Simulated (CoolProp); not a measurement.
Vapour-liquid equilibrium of hydrogen sulfide (1) + n-pentane (2) at 264 K; x and y are mole fractions of (1).

Computed with CoolProp (multi-fluid Helmholtz-energy mixture model, Lemmon 2006 and Thol 2019; pair parameters Kunz 2012).

```tsv
x	bubble pressure (kPa)	y at the bubble point	dew pressure at overall composition x (kPa)	liquid density (mol/L)
0.05	68.93	0.777	16.68	9.348
0.15	193.9	0.926	18.63	9.969
0.25	317.5	0.958	21.09	10.68
0.35	418.4	0.970	24.30	11.52
0.45	491.3	0.976	28.65	12.50
0.55	542.9	0.980	34.88	13.70
0.65	584.3	0.983	44.59	15.17
0.75	626.2	0.986	61.79	17.04
0.85	677.2	0.990	100.7	19.49
0.95	742.8	0.996	274.7	22.84
```

No azeotrope shows between x = 0.05 and 0.95.

The pair parameters rest on a limited set of measurements; away from them the model extrapolates. With so large a gap from Raoult's law the liquid may split in two, which this calculation doesn't test in full.
